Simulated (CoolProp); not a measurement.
Vapour-liquid equilibrium of ethylene (1) + 1-butene (2) at 0.0219 MPa; x and y are mole fractions of (1).

Model: multi-fluid Helmholtz-energy mixture model, Smukala 2000 and Lemmon 2005; pair parameters Bell 2016, in CoolProp.

```json
[
 {"x": "0.05", "bubble temperature, mixture model (°C)": "-77.0", "bubble temperature, Raoult's law (°C)": "-76.3", "y, mixture model": "0.914", "y, Raoult's law": "0.911"},
 {"x": "0.2", "bubble temperature, mixture model (°C)": "-103.7", "bubble temperature, Raoult's law (°C)": "-102.6", "y, mixture model": "0.994", "y, Raoult's law": "0.994"},
 {"x": "0.35", "bubble temperature, mixture model (°C)": "-112.4", "bubble temperature, Raoult's law (°C)": "-111.6", "y, mixture model": "0.998", "y, Raoult's law": "0.998"},
 {"x": "0.5", "bubble temperature, mixture model (°C)": "-117.4", "bubble temperature, Raoult's law (°C)": "-116.8", "y, mixture model": "0.999", "y, Raoult's law": "0.999"},
 {"x": "0.65", "bubble temperature, mixture model (°C)": "-120.7", "bubble temperature, Raoult's law (°C)": "-120.4", "y, mixture model": "1.000", "y, Raoult's law": "1.000"},
 {"x": "0.8", "bubble temperature, mixture model (°C)": "-123.3", "bubble temperature, Raoult's law (°C)": "-123.2", "y, mixture model": "1.000", "y, Raoult's law": "1.000"},
 {"x": "0.95", "bubble temperature, mixture model (°C)": "-125.3", "bubble temperature, Raoult's law (°C)": "-125.3", "y, mixture model": "1.000", "y, Raoult's law": "1.000"}
]
```

The largest gap from Raoult's law is -1.1 K in bubble temperature, at x = 0.2. No azeotrope shows between x = 0.05 and 0.95.

Pair parameters are fitted to limited data, so mixtures are less certain than the pure fluids.
